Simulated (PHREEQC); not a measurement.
Make-up at 25 °C: 3.9 mol/kgw HCl, 0.008 mol/kgw Na2B4O7 and 0.06 mol/kgw NaCl. Closed to the air; pH follows from the charge balance.

Computed with PHREEQC (Pitzer model, pitzer.dat).

Precipitation was switched off in this run.

### Question
Estimate the pH, density.

### Answer
pH -1.30; density 1.061 g/cm³.

In brines, pH and single-ion activities rest on the MacInnes convention.
